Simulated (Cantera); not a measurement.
## Equilibrium for silicon etching in halogen gases: Si + HCl

A closed system holds: 1 mol Si, 15 mol HCl, equilibrated at 0.430 bar.

These are equilibrium values from Cantera (NASA tables, ideal gas, pure condensed phases), not measurements of a reactor. Candidate condensed phases: Si; 19 gas species. The tables' values for SiCl3 are old estimates; treat these amounts as uncertain. Equilibrium is a limit: real reactors are often held back by kinetics, nucleation or transport.

```tsv
T (K)	x HCl	x H2	x SiCl4	x SiCl3	x SiCl2	x SiHCl3
823	0.786	0.143	0.0714	6.87e-8	5.94e-12	1.57e-5
923	0.786	0.143	0.0714	1.11e-6	6.94e-10	4.62e-5
1023	0.786	0.143	0.0713	1.03e-5	3.13e-8	0.000110
1123	0.786	0.143	0.0711	6.34e-5	7.02e-7	0.000221
1223	0.786	0.142	0.0707	0.000287	9.31e-6	0.000395
1323	0.787	0.142	0.0697	0.00102	8.13e-5	0.000635
1423	0.789	0.140	0.0670	0.00291	0.000500	0.000920
1523	0.794	0.135	0.0610	0.00670	0.00220	0.00117
1623	0.802	0.127	0.0503	0.0121	0.00684	0.00123
```
x: gas mole fraction; nothing condenses.

From 823 K to 1623 K nothing is condensed. The main Si-bearing gas is SiCl4 throughout.
